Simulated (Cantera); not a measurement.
Input (Python, Cantera) and output of one run.

```python
import numpy as np
import cantera as ct

gas_names = """
    NH3 H2S N2
""".split()
cond_names = """
    CaS(s) Ca(a) Ca(b) Ca(L)
""".split()


# ... load() reads the species with a 1 bar reference pressure and builds the phases ...
species = {s.name: s for s in load("nasa_gas.yaml", gas_names) + load("nasa_condensed.yaml", cond_names)}
# Each term lists the table entries of one substance; the one whose range holds T is used.
reactions = {
    '2 NH3(g) + 3 CaS = 3 Ca + 3 H2S(g) + N2(g)':
        [(-2, ['NH3']), (-3, ['CaS(s)']), (3, ['Ca(a)', 'Ca(b)', 'Ca(L)']), (3, ['H2S']), (1, ['N2'])],
}


def pick(names, T):
    return next(species[n] for n in names if species[n].thermo.min_temp <= T <= species[n].thermo.max_temp)


results = []
for label, terms in reactions.items():
    print(label)
    print("     T/K   dH/kJ  dS/(J/K)   dG/kJ   log10 K")
    for T in [300, 823, 1023, 1223, 1423, 1623, 1823, 2023]:
        used = [(nu, pick(names, T)) for nu, names in terms]
        dH = sum(nu * s.thermo.h(T) for nu, s in used) / 1e6
        dS = sum(nu * s.thermo.s(T) for nu, s in used) / 1e3
        dG = dH - T * dS / 1e3
        logK = -dG * 1e6 / (ct.gas_constant * T * np.log(10))
        results.append((label, T, dH, dS, dG, logK, [s.name for _, s in used]))
        print(f"{T:8g} {dH:8.1f} {dS:8.1f} {dG:8.1f} {logK:8.2f}")
```

Output:

```
2 NH3(g) + 3 CaS = 3 Ca + 3 H2S(g) + N2(g)
     T/K   dH/kJ  dS/(J/K)   dG/kJ   log10 K
     300   1450.0    381.2   1335.7  -232.56
     823   1448.8    377.6   1138.0   -72.23
    1023   1446.9    375.5   1062.8   -54.26
    1223   1473.0    398.9    985.2   -42.08
    1423   1474.1    399.7    905.3   -33.23
    1623   1474.6    400.1    825.3   -26.56
    1823   1474.6    400.1    745.3   -21.36
    2023   1474.1    399.8    665.3   -17.18
```

Cantera with NASA thermochemical tables; ideal gases at 1 bar, condensed phases pure. Condensed species are held in their standard states even where they would react or evaporate.
